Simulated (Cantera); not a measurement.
An isothermal plug-flow reactor at 1050 K and 0.300 bar (inlet), inlet velocity 0.18 m/s, active area per volume 3500 1/m; feed 0.564 % CH4, 3.84 % O2, 94.7 % N2, 0.875 % H2O, equivalence ratio 0.29.

Computed with Cantera and Deutschmann's 1995 Pt surface mechanism with GRI-Mech 3.0 gas chemistry. Catalytic surfaces can have several steady states; this one follows from the mechanism file's or the stated starting coverage. Mass transfer to the wall is taken as infinitely fast.

x: gas mole fraction; θ: surface coverage.

```tsv
z (m)	x CH4	x O2	x H2O	x CO2	x CO	θ free Pt	θ O*	θ OH*
0.00026	0.000929	0.0290	0.0182	0.00470	8.80e-7	0.404	0.595	0.00138
0.0005	0.000164	0.0274	0.0197	0.00547	1.57e-7	0.407	0.592	0.00144
0.00096	…	0.0271	0.0200	0.00563	…	0.407	0.591	0.00145
0.0019	2.46e-8	0.0271	0.0200	0.00563	1.20e-10	0.407	0.591	0.00145
0.0036	7.32e-9	0.0271	0.0200	0.00563	7.38e-11	0.407	0.591	0.00145
0.0069	…	0.0271	0.0200	0.00563	4.87e-11	0.407	0.591	0.00145
0.013	7.23e-11	0.0271	0.0200	0.00563	3.15e-11	0.407	0.591	0.00145
0.026	1.17e-12	0.0271	0.0200	0.00563	1.66e-11	0.407	0.591	0.00145
```

Task: Fill in the missing entries.

Result: 
- 0.00096, x CH4: 5.80e-6
- 0.00096, x CO: 5.69e-9
- 0.0069, x CH4: 1.56e-9
